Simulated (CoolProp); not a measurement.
Octamethyltrisiloxane (MDM) along the isobar 2.44 MPa: Z from the reference equation and from simpler models built on Tc = 565.4 K, pc = 1.438 MPa, ω = 0.528; each cubic takes its own stable root.

Values from CoolProp's reference Helmholtz-energy equation of state, Thol 2017.

```csv
T (K),phase,reference
328.4,liquid,0.2680
339,liquid,0.2631
349.7,liquid,0.2587
360.3,liquid,0.2547
371,liquid,0.2511
381.7,liquid,0.2478
392.3,liquid,0.2449
403,liquid,0.2423
413.6,liquid,0.2401
424.3,liquid,0.2382
```

Q: How far does each simpler model (van der Waals, Redlich-Kwong) lie from the reference over these 10 states: mean and median of the absolute difference, and the worst?

A: 
- van der Waals: mean 66.4 %, median 66.4 %, worst +69.3 % at 328.4 K and 2.44 MPa
- Redlich-Kwong: mean 16.2 %, median 16.1 %, worst +16.4 % at 328.4 K and 2.44 MPa
